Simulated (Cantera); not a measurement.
## Equilibrium for roasting and sulfation: Fe2O3 + H2S + N2

Charge: 1 mol Fe2O3, 0.32 mol H2S, a varied amount of N2, held at 552 °C and 2700 Torr.

Method: chemical equilibrium by Gibbs-energy minimisation in Cantera with the NASA 1993 tables (ideal gas, pure condensed phases). Candidate condensed phases: Fe, FeO, Fe(OH)2, Fe(OH)3, FeS, FeSO4, FeS2, Fe2O3, Fe2(SO4)3, Fe3O4, H2O, H2SO4, S; 38 gas species. FeS: taken at fixed stoichiometry. Gases not in the tables: S3 to S7. Rates play no part.

```tsv
n(N2) (mol)	x N2	x H2O	x SO2	x H2S	x S2	x H2	n FeS2(s)	n Fe3O4(s)	n FeS(s)
5.8	0.935	0.0509	0.0137	0.000652	0.000168	1.99e-5	0.114	0.629	0
7	0.945	0.0426	0.0115	0.000558	0.000153	1.78e-5	0.114	0.629	0
8.4	0.954	0.0358	0.00964	0.000480	0.000141	1.60e-5	0.114	0.629	0
10	0.961	0.0303	0.00815	0.000414	0.000129	1.44e-5	0.114	0.629	0
12	0.967	0.0254	0.00683	0.000355	0.000118	1.29e-5	0.114	0.629	0
15	0.974	0.0205	0.00550	0.000294	0.000106	1.13e-5	0.114	0.629	0
18	0.978	0.0171	0.00487	0.000250	1.00e-4	9.86e-6	0.101	0.626	0.0201
21	0.980	0.0147	0.00487	0.000214	1.00e-4	8.47e-6	0.0635	0.619	0.0795
25	0.982	0.0124	0.00487	0.000181	1.00e-4	7.14e-6	0.0137	0.609	0.159
30	0.985	0.0104	0.00424	0.000149	8.96e-5	6.21e-6	0	0.607	0.180
```
x: gas mole fraction; n: condensed amount in mol.

From 5.8 mol N2 to 15 mol N2 the condensed part is FeS2(s) + Fe3O4(s). From 18 mol N2 to 25 mol N2 the condensed part is FeS(s) + FeS2(s) + Fe3O4(s). At 30 mol N2 the condensed part is FeS(s) + Fe3O4(s).
